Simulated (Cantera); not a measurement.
**Si + HBr + H2 (silicon etching in halogen gases)**

A closed system holds: 1 mol Si, 1.4 mol HBr, 11 mol H2, equilibrated at 1377 °C.

Equilibrium computed with Cantera from the NASA thermochemical tables; the gas is ideal and each condensed phase is pure. Candidate condensed phases: Br2, Si; 19 gas species. The tables' values for SiBr, SiBr3 are old estimates; treat these amounts as uncertain. Equilibrium is a limit: real reactors are often held back by kinetics, nucleation or transport.

```json
[
 {"P (Pa)": "1", "x H2": "0.845", "x HBr": "0.0331", "x Br": "0.0620", "x Si": "0.0268", "x H": "0.0264", "x SiBr2": "0.00360", "x SiBr": "0.00250", "n Si(s)": "0.555"},
 {"P (Pa)": "4.20", "x H2": "0.879", "x HBr": "0.0486", "x Br": "0.0436", "x Si": "0.00638", "x H": "0.0131", "x SiBr2": "0.00748", "x SiBr": "0.00176", "n Si(s)": "0.797"},
 {"P (Pa)": "18", "x H2": "0.893", "x HBr": "0.0607", "x Br": "0.0261", "x Si": "0.00149", "x H": "0.00640", "x SiBr2": "0.0115", "x SiBr": "0.00105", "n Si(s)": "0.822"},
 {"P (Pa)": "75", "x H2": "0.899", "x HBr": "0.0682", "x Br": "0.0143", "x Si": "0.000357", "x H": "0.00315", "x SiBr2": "0.0144", "x SiBr": "0.000577", "n Si(s)": "0.808"},
 {"P (Pa)": "320", "x H2": "0.902", "x HBr": "0.0724", "x Br": "0.00734", "x Si": "8.37e-5", "x H": "0.00153", "x SiBr2": "0.0162", "x SiBr": "0.000296", "n Si(s)": "0.793"},
 {"P (Pa)": "1300", "x H2": "0.904", "x HBr": "0.0745", "x Br": "0.00374", "x Si": "2.06e-5", "x H": "0.000757", "x SiBr2": "0.0171", "x SiBr": "0.000151", "n Si(s)": "0.785"},
 {"P (Pa)": "5600", "x H2": "0.905", "x HBr": "0.0755", "x Br": "0.00183", "x Si": "4.78e-6", "x H": "0.000365", "x SiBr2": "0.0175", "x SiBr": "7.37e-5", "n Si(s)": "0.780"},
 {"P (Pa)": "24000", "x H2": "0.905", "x HBr": "0.0758", "x Br": "0.000886", "x Si": "1.12e-6", "x H": "0.000176", "x SiBr2": "0.0177", "x SiBr": "3.58e-5", "n Si(s)": "0.777"},
 {"P (Pa)": "100000", "x H2": "0.906", "x HBr": "0.0755", "x Br": "0.000432", "x Si": "2.68e-7", "x H": "8.65e-5", "x SiBr2": "0.0175", "x SiBr": "1.74e-5", "n Si(s)": "0.774"}
]
```
x: gas mole fraction; n: condensed amount in mol.

From 1.00 Pa to 100000 Pa the condensed part is Si(s). The main Si-bearing gas is Si at 1.00 Pa and SiBr2 at 100000 Pa. The share of Si in condensed phases is highest at 18.0 Pa (82.2 %) and lowest at 1.00 Pa (55.5 %).
